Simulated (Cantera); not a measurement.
# Pb + CO + N2 (iron carbonyl, mercury and lead vapours)

Charge: 1 mol Pb, 0.73 mol CO, 0.13 mol N2, equilibrated at 2.63 Torr.

Method: chemical equilibrium by Gibbs-energy minimisation in Cantera with the NASA 1993 tables (ideal gas, pure condensed phases). Candidate condensed phases: C, Pb, PbO, PbO2, Pb3O4; 27 gas species. Kinetics and transport are ignored.

From 848 K to 1148 K the condensed part is C(graphite) + Pb(l). At 1223 K the condensed part is Pb(l). From 1298 K to 1523 K nothing is condensed. The main Pb-bearing gas is Pb throughout.

```
T (K)   x CO      x Pb    x N2     x CO2     x Pb2  n C(graphite)  n Pb(l)
-----  -----  --------  ------  --------  --------  -------------  -------
848    0.791   8.55e-5   0.159    0.0500  1.81e-11         0.0409    1.000
923    0.839  0.000725   0.152   0.00778  6.53e-10        0.00664    0.999
998    0.843   0.00443   0.151   0.00147   1.35e-8        0.00127    0.996
1073   0.831    0.0209   0.148  0.000340   1.81e-7       0.000299    0.982
1148   0.781    0.0801   0.139   8.68e-5   1.71e-6        8.11e-5    0.925
1223   0.629     0.259   0.112   1.90e-5   1.22e-5              0    0.699
1298   0.392     0.538  0.0699   2.86e-6   3.70e-5              0        0
1373   0.392     0.538  0.0699   1.23e-6   2.72e-5              0        0
1448   0.392     0.538  0.0699   5.76e-7   2.06e-5              0        0
1523   0.392     0.538  0.0699   2.93e-7   1.60e-5              0        0
```
x: gas mole fraction; n: condensed amount in mol.
